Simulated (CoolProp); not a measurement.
A single-stage vapour-compression cycle with R365MFC: evaporating at 301.15 K (dew point), condensing at 323.15 K (bubble point), superheat 0 K, subcooling 2 K, compressor efficiency 0.6, no pressure losses. Each further row changes one setting.

Model: reference Helmholtz-energy equation of state, Lemmon 2016, in CoolProp.

```tsv
case	cooling COP	pressure ratio	discharge temperature (K)	refrigerating effect (kJ/kg)	volumetric capacity (kJ/m³)
as stated	7.57	2.22	324.6	166	649
evaporating temperature 306.15 K	10.2	(withheld)	324.1	170	(withheld)
condensing temperature 318.15 K	(withheld)	1.88	319.6	173	677
subcooling 7 K	7.90	2.22	324.6	173	677
superheat 10 K	(withheld)	2.22	334.9	176	664
compressor efficiency 0.5	6.31	2.22	328.7	166	649
```

Fill in the missing entries.


- evaporating temperature 306.15 K, pressure ratio: 1.83
- evaporating temperature 306.15 K, volumetric capacity (kJ/m³): 801
- condensing temperature 318.15 K, cooling COP: 10.0
- superheat 10 K, cooling COP: 7.70
